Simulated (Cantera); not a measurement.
Charge: 1 mol PbO, a varied amount of H2, 36 mol N2, held at 200 °C and 10.0 mbar.

Equilibrium computed with Cantera from the NASA thermochemical tables; the gas is ideal and each condensed phase is pure. Candidate condensed phases: H2O, Pb, PbO, PbO2, Pb3O4; 27 gas species. Kinetics and transport are ignored.

x: gas mole fraction; n: condensed amount in mol.

```csv
n(H2) (mol),x N2,x H2,x H2O,x NH3,n Pb(s),n PbO(red)
0.12,0.997,1.47e-8,0.00332,<1e-12,0.120,0.880
0.18,0.995,2.20e-8,0.00498,<1e-12,0.180,0.820
0.26,0.993,3.17e-8,0.00717,<1e-12,0.260,0.740
0.39,0.989,4.74e-8,0.0107,<1e-12,0.390,0.610
0.57,0.984,6.90e-8,0.0156,<1e-12,0.570,0.430
0.85,0.977,1.02e-7,0.0231,<1e-12,0.850,0.150
1.3,0.965,0.00804,0.0268,4.43e-6,1.00,0
1.9,0.950,[?],0.0264,[?],1.00,0
2.8,0.928,[?],0.0258,[?],1.00,0
4.1,0.898,0.0771,0.0249,0.000127,1.00,0
```

Q: What belongs in the gaps?

A: 
- 2.8, x H2: 0.0463
- 2.8, x NH3: 6.00e-5
- 1.9, x H2: 0.0237
- 1.9, x NH3: 2.23e-5
